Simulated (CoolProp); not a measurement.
Aqueous potassium carbonate as a coolant, at 26 °C, 1 atm.

Values from CoolProp's Melinder's fits for secondary coolants.

```csv
mass %,freezing point (°C),cp (kJ/(kg K)),Prandtl number,density (kg/m³),conductivity (W/(m K))
2.9,-0.9,4.014,6.14,1023,0.606
8.1,-2.8,3.781,6.66,(withheld),0.601
13.4,-5.1,3.573,7.39,1121,(withheld)
18.6,-7.9,3.372,(withheld),1173,0.590
23.9,-11.8,3.172,9.46,1229,0.585
29.2,-17.5,2.993,11.2,1286,0.580
34.4,-25.6,2.851,13.8,1346,0.573
39.7,-36.8,2.729,17.9,1408,0.566
```

Task: Complete the blanks.

Result: 
- 8.1, density (kg/m³): 1071
- 13.4, conductivity (W/(m K)): 0.595
- 18.6, Prandtl number: 8.27
